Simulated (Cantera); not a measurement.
A perfectly stirred reactor is fed with 1.97 % CH4, 0.0668 % C2H6, 1.53 % C3H8, 12.7 % O2, 83.7 % N2, equivalence ratio 0.93, at 0.280 bar; it is adiabatic with a 650 K inlet, and is followed from long to short residence time, starting on the burning branch (τ in s: 0.16, 0.062, 0.023, 0.0088, 0.0033, 0.0013, 0.00048, 0.00018, 6.8e-05, 2.6e-05).

Model: GRI-Mech 3.0 (53 species, 325 reactions), integrated in Cantera. GRI-Mech 3.0 was tuned for natural gas; its chemistry of propane as a main component is partial and can be far from experiment.

Problem. Predict: blow-out, bracketed by the residence times tried; x(CH4) at τ = 0.160 s; x(C2H6) at τ = 0.160 s; x(C3H8) at τ = 0.160 s; x(H) at τ = 0.160 s; x(NO) at τ = 0.160 s; x(CH4) at τ = 1.30 ms; x(C2H6) at τ = 1.30 ms; x(C3H8) at τ = 1.30 ms; x(H) at τ = 1.30 ms; x(NO) at τ = 1.30 ms.

Solution. 
```json
{
 "blow_out_bracketed_by_the_residence_times_tried": "burning at 0.480 ms, out at 0.180 ms",
 "x(CH4) at τ = 0.160 s": "2.36e-6",
 "x(C2H6) at τ = 0.160 s": "1.80e-8",
 "x(C3H8) at τ = 0.160 s": "3.55e-7",
 "x(H) at τ = 0.160 s": "0.000900",
 "x(NO) at τ = 0.160 s": "0.000131",
 "x(CH4) at τ = 1.30 ms": "0.000121",
 "x(C2H6) at τ = 1.30 ms": "1.00e-6",
 "x(C3H8) at τ = 1.30 ms": "1.74e-5",
 "x(H) at τ = 1.30 ms": "0.00758",
 "x(NO) at τ = 1.30 ms": "1.82e-5"
}
```
